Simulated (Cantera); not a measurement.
A perfectly stirred reactor is fed with 6.28 % C3H8, 19.6 % O2, 74.1 % N2, at 9.87 atm; it is adiabatic with a 425 K inlet, and is followed from long to short residence time, starting on the burning branch (τ in s: 0.045, 0.022, 0.011, 0.0052, 0.0025, 0.0012, 0.0006, 0.00029, 0.00014, 6.8e-05, 3.3e-05, 1.6e-05, 7.8e-06).

Model: GRI-Mech 3.0 (53 species, 325 reactions), integrated in Cantera. GRI-Mech 3.0 was tuned for natural gas; its chemistry of propane as a main component is partial and can be far from experiment.

Q: Predict: blow-out, bracketed by the residence times tried; x(C3H8) at τ = 45.0 ms; x(O2) at τ = 45.0 ms; x(H2O2) at τ = 45.0 ms; x(H2) at τ = 45.0 ms; x(C2H) at τ = 45.0 ms; x(C3H8) at τ = 0.600 ms; x(O2) at τ = 0.600 ms; x(H2O2) at τ = 0.600 ms; x(H2) at τ = 0.600 ms; x(C2H) at τ = 0.600 ms.

A: 
```
Property                                                                        Value
------------------------------------------------  -----------------------------------
blow-out, bracketed by the residence times tried  burning at 0.140 ms, out at 68.0 µs
x(C3H8) at τ = 45.0 ms                                                        6.08e-7
x(O2) at τ = 45.0 ms                                                         0.000142
x(H2O2) at τ = 45.0 ms                                                        6.21e-9
x(H2) at τ = 45.0 ms                                                           0.0734
x(C2H) at τ = 45.0 ms                                                         8.00e-8
x(C3H8) at τ = 0.600 ms                                                       3.82e-5
x(O2) at τ = 0.600 ms                                                         0.00459
x(H2O2) at τ = 0.600 ms                                                       3.56e-7
x(H2) at τ = 0.600 ms                                                          0.0506
x(C2H) at τ = 0.600 ms                                                        9.79e-7
```
